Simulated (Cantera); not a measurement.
## Thermodynamics of abatement and gas-phase synthesis, feed HF + O2 + H2

A closed system holds: 1 mol HF, 0.88 mol O2, 0.11 mol H2, at 0.00110 bar.

Cantera equilibrium calculation (NASA polynomials, part measured and part estimated; ideal gas, pure solids and liquids). Candidate condensed phases: H2O; 22 gas species. Equilibrium is a limit: real reactors are often held back by kinetics, nucleation or transport.

From 1048 K to 1873 K nothing is condensed.

```tsv
T (K)	x HF	x O2	x H2O	x OH	x O	x H	x H2
1048	0.517	0.426	0.0568	1.39e-6	1.25e-8	6.99e-12	8.99e-10
1123	0.517	0.426	0.0568	4.84e-6	8.66e-8	9.97e-11	6.03e-9
1198	0.517	0.426	0.0568	1.44e-5	4.73e-7	1.03e-9	3.20e-8
1273	0.517	0.426	0.0568	3.77e-5	2.12e-6	8.03e-9	1.40e-7
1348	0.517	0.426	0.0568	8.87e-5	8.03e-6	5.02e-8	5.18e-7
1423	0.517	0.426	0.0567	0.000191	2.65e-5	2.59e-7	1.68e-6
1498	0.517	0.426	0.0566	0.000379	7.77e-5	1.14e-6	4.82e-6
1573	0.517	0.426	0.0565	0.000706	0.000206	4.34e-6	1.25e-5
1648	0.516	0.426	0.0562	0.00124	0.000498	1.47e-5	2.98e-5
1723	0.516	0.425	0.0557	0.00207	0.00112	4.45e-5	6.56e-5
1798	0.516	0.424	0.0549	0.00330	0.00234	0.000123	0.000135
1873	0.515	0.421	0.0538	0.00505	0.00463	0.000313	0.000259
```
x: gas mole fraction; nothing condenses.
